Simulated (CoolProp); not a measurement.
Vapour pressure (kPa) of isopentane: the reference equation beside estimates from Tc = 187.2 °C, pc = 3378 kPa, ω = 0.227. Clausius-Clapeyron is anchored at -25.45 °C with a constant enthalpy of vaporisation of 27.49 kJ/mol.

Values from CoolProp's reference Helmholtz-energy equation of state, Lemmon 2006. It is a short technical equation, of lower accuracy than the large ones.

| T (°C) | reference | Clausius-Clapeyron | van der Waals | Redlich-Kwong | Soave-Redlich-Kwong | Peng-Robinson |
|---|---|---|---|---|---|---|
| -37.05 | 5.158 | 5.218 | 111.3 | 10.78 | 5.008 | 5.343 |
| -25.45 | 10.05 | 10.05 | 151.8 | 19.96 | 9.797 | 10.29 |
| -13.85 | 18.27 | 18.26 | 201.8 | 34.50 | 17.89 | 18.55 |
| -2.25 | 31.31 | 31.52 | 262.1 | 56.25 | 30.77 | 31.57 |
| 9.35 | 50.97 | 52.02 | 333.8 | 87.29 | 50.30 | 51.15 |
| 20.85 | 79.09 | 82.22 | 416.9 | 129.4 | 78.35 | 79.09 |
| 32.45 | 118.6 | 126.0 | 513.8 | 185.7 | 117.9 | 118.3 |
| 44.05 | 171.9 | 187.1 | 624.5 | 258.2 | 171.5 | 171.3 |
| 55.65 | 241.9 | 270.3 | 749.9 | 349.3 | 242.3 | 241.0 |
| 67.25 | 331.8 | 380.7 | 890.5 | 461.4 | 333.4 | 330.6 |
| 78.75 | 443.8 | 522.9 | 1046 | 595.7 | 447.2 | 442.5 |
| 90.35 | 583.2 | 705.7 | 1219 | 756.6 | 589.3 | 582.3 |
| 101.95 | 752.9 | 934.9 | 1409 | 945.3 | 762.6 | 752.9 |

Absolute difference from the reference over all 13 rows, mean and median: Clausius-Clapeyron 8.7 and 6.2 %, van der Waals 576.8 and 333.2 %, Redlich-Kwong 60.8 and 56.6 %, Soave-Redlich-Kwong 1.2 and 1.0 %, Peng-Robinson 0.8 and 0.4 %.
